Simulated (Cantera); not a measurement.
**Adiabatic ignition**

An adiabatic, constant-volume homogeneous reactor starts with CH4 : O2 : N2 : H2O = 1 : 4.26 : 16 : 4.1 (molar parts), equivalence ratio 0.47, at 1450 K and 420 Torr.

Model: GRI-Mech 3.0 (53 species, 325 reactions), integrated in Cantera.

```tsv
t (s)	T (K)	P (bar)	x CH4	x O2	x H2O	x HCO	x N2O	x CH2CO
1.00e-6	1450	0.560	0.0394	0.168	0.162	<1e-12	<1e-12	<1e-12
3.62e-6	1450	0.560	0.0394	0.168	0.162	<1e-12	<1e-12	<1e-12
1.31e-5	1450	0.560	0.0394	0.168	0.162	<1e-12	<1e-12	<1e-12
4.73e-5	1450	0.560	0.0394	0.168	0.162	<1e-12	1.44e-12	<1e-12
0.000171	1450	0.560	0.0394	0.168	0.162	6.93e-12	1.36e-11	<1e-12
0.000618	1450	0.560	0.0394	0.168	0.162	3.31e-10	1.05e-10	2.22e-10
0.00224	1461	0.564	0.0372	0.167	0.163	6.67e-8	1.66e-9	2.48e-6
0.00809	2333	0.907	<1e-12	0.0869	0.232	1.77e-10	4.05e-7	<1e-12
0.0292	2329	0.905	<1e-12	0.0859	0.232	1.70e-10	4.05e-7	<1e-12
0.106	2321	0.901	<1e-12	0.0838	0.232	1.57e-10	4.16e-7	<1e-12
0.382	2317	0.900	<1e-12	0.0828	0.232	1.52e-10	4.26e-7	<1e-12
1.38	2317	0.900	<1e-12	0.0828	0.232	1.51e-10	4.26e-7	<1e-12
5.00	2317	0.900	<1e-12	0.0828	0.232	1.51e-10	4.26e-7	<1e-12
```
x: mole fraction; the columns are a selection and need not sum to one.

```yaml
time_of_steepest_temperature_rise: 2.97 ms
temperature at 5.00 s: 2317 K
equilibrium_temperature: 2317 K
x(CH4) at 5.00 s: <1e-12 (gas-phase equilibrium <1e-12)
x(O2) at 5.00 s: 0.0828 (gas-phase equilibrium 0.0828)
x(H2O) at 5.00 s: 0.232 (gas-phase equilibrium 0.232)
```
